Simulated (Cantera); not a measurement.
An adiabatic, constant-volume homogeneous reactor starts with H₂ : O₂ : N₂ = 1 : 0.227 : 0.855 (molar parts), equivalence ratio 2.2, at 1473 K and 1.10 bar.

Model: GRI-Mech 3.0 (53 species, 325 reactions), integrated in Cantera.

One state of this run: T (K) = 1694; P (bar) = 1.26; x H₂ = 0.288; x O₂ = 0.0353; x NO₂ = 1.46e-11; x H = 0.115; x H₂O₂ = 8.59e-7; x NO = 4.90e-7. x: mole fraction; the columns are a selection and need not sum to one.

Q: Which value of t (s) does it belong to?
(A) 3.43e-5
(B) 8.20e-5
(C) 0.000196
(D) 1.43e-5

A: D, 1.43e-5
